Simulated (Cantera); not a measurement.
Cantera run:

```python
import numpy as np
import cantera as ct

gas_names = """
    CL CLO CL2 H HCL HOCL HO2 H2 H2O H2O2 O OH O2 O3 Si SiCL SiCL2 SiCL3 SiCL4 SiH SiHCL3 SiH2 SiH2CL2
    SiH3 SiH3CL SiH4 SiO SiO2 Si2 Si3
""".split()
cond_names = """
    H2O(s) H2O(L) Si(cr) Si(L) SiO2(Lqz) SiO2(hqz) SiO2(L)
""".split()


# ... load() reads the species with a 1 bar reference pressure and builds the phases ...
atoms = {
    'SiO2': {'Si': 1, 'O': 2},
    'HCl': {'H': 1, 'CL': 1},
}
top_T = {}  # K; cautious upper limits of use, not melting points


# ... equilibrate(T, P, feed) seeds the gas with the atoms and calls Mixture.equilibrate('TP', solver="vcs", rtol=1e-11, max_steps=5000) ...
results = []
feed = {'SiO2': 1, 'HCl': 26}  # mol
P = 100000  # Pa
for T in [698, 748, 798, 848, 898, 948, 998, 1048, 1098, 1148, 1198, 1248, 1298, 1348]:
    mix = equilibrate(T, P, feed)
    results.append((T, P, feed, dict(zip(mix.species_names, mix.species_moles))))

top = {s: max(r[3][s] / sum(r[3][g] for g in gas_names) for r in results) for s in gas_names}
cols = sorted((s for s in top if top[s] > 1e-05), key=lambda s: -top[s])[:7]
seen = [c for c in cond_names if any(r[3].get(c, 0) > 1e-12 for r in results)]
print("log10 of partial pressures in bar; condensed amounts in mol")
print(f"{'T/K':>10s}" + "".join(f"{s[:9]:>10s}" for s in cols + seen))
for T, P, feed, n in results:
    ng = sum(n[g] for g in gas_names)
    print(f"{T:10.4g}" + "".join(f"{np.log10(max(n[s] / ng * P / 1e5, 1e-99)):10.3f}" for s in cols)
          + "".join(f"{n.get(c, 0):10.4g}" for c in seen))
```

Result:

```
log10 of partial pressures in bar; condensed amounts in mol
       T/K       HCL       H2O     SiCL4        CL        H2       CL2 SiO2(Lqz) SiO2(hqz)
       698    -0.000    -4.660    -4.961    -9.900    -7.388    -7.388    0.9997         0
       748    -0.000    -4.441    -4.742    -9.050    -6.919    -6.920    0.9995         0
       798    -0.000    -4.251    -4.552    -8.305    -6.507    -6.511    0.9993         0
       848    -0.000    -4.084    -4.385    -7.647    -6.143    -6.150         0    0.9989
       898    -0.000    -3.937    -4.238    -7.062    -5.818    -5.830         0    0.9985
       948    -0.000    -3.806    -4.107    -6.539    -5.524    -5.546         0     0.998
       998    -0.000    -3.689    -3.990    -6.070    -5.257    -5.292         0    0.9973
      1048    -0.000    -3.583    -3.884    -5.646    -5.012    -5.066         0    0.9966
      1098    -0.000    -3.487    -3.788    -5.262    -4.785    -4.864         0    0.9958
      1148    -0.000    -3.399    -3.700    -4.914    -4.572    -4.684         0    0.9948
      1198    -0.000    -3.319    -3.620    -4.597    -4.372    -4.525         0    0.9938
      1248    -0.000    -3.246    -3.547    -4.308    -4.181    -4.384         0    0.9926
      1298    -0.001    -3.179    -3.480    -4.044    -4.000    -4.260         0    0.9914
      1348    -0.001    -3.117    -3.418    -3.803    -3.826    -4.151         0    0.9901
```

These are equilibrium values from Cantera (NASA tables, ideal gas, pure condensed phases), not measurements of a reactor. The tables hold silica as quartz up to 1696 K and as liquid above; real silica turns to tridymite and cristobalite and melts near 1996 K.
